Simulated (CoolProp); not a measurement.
A Linde-Hampson liquefier for oxygen: isothermal reversible compression at 250 K from 1 atm to 20 MPa, throttling to 1 atm, return gas leaving the recuperator 10 K below the feed. Each further row changes one setting.

Model: reference Helmholtz-energy equation of state, Schmidt 1985, in CoolProp.

| case | liquid yield per pass | compression work (kJ/kg of gas) |
|---|---|---|
| as stated | ? | 329 |
| high pressure 40 MPa | ? | 369 |
| warm-end temperature 280 K | ? | ? |
| warm-end gap 15 K | 0.145 | 329 |

Question: Fill in the missing entries.

Answer: 
- as stated, liquid yield per pass: 0.156
- high pressure 40 MPa, liquid yield per pass: 0.222
- warm-end temperature 280 K, liquid yield per pass: 0.107
- warm-end temperature 280 K, compression work (kJ/kg of gas): 375
